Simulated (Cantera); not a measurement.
# Aluminium nitride and oxide growth: Al + HCl + N₂

Input: 1 mol Al, 9.9 mol HCl, 46 mol N₂, held at 4.90 mbar.

Cantera equilibrium calculation (NASA polynomials, part measured and part estimated; ideal gas, pure solids and liquids). Candidate condensed phases: Al, AlCl₃, AlN, NH₄Cl; 20 gas species. The tables' values for AlCl₂ are old estimates; treat these amounts as uncertain. Kinetics and transport are ignored.

From 1450 K to 2200 K nothing is condensed. The main Al-bearing gas is AlCl₃ at 1450 K and AlCl at 2200 K.

```csv
T (K),x N₂,x HCl,x Cl,x H₂,x AlCl₃,x AlCl,x H
1450,0.830,0.125,8.40e-5,0.0268,0.0176,8.78e-5,2.21e-5
1525,0.830,0.126,0.000210,0.0264,0.0168,0.000321,5.49e-5
1600,0.829,0.127,0.000491,0.0254,0.0154,0.000953,0.000124
1675,0.827,0.130,0.00109,0.0238,0.0131,0.00224,0.000256
1750,0.824,0.133,0.00231,0.0218,0.0102,0.00423,0.000491
1825,0.821,0.136,0.00462,0.0199,0.00712,0.00666,0.000888
1900,0.817,0.137,0.00851,0.0188,0.00443,0.00921,0.00156
1975,0.812,0.134,0.0143,0.0189,0.00242,0.0115,0.00269
2050,0.807,0.129,0.0219,0.0201,0.00116,0.0134,0.00459
2125,0.801,0.121,0.0310,0.0220,0.000515,0.0147,0.00769
2200,0.794,0.110,0.0415,0.0241,0.000217,0.0154,0.0125
```
x: gas mole fraction; nothing condenses.
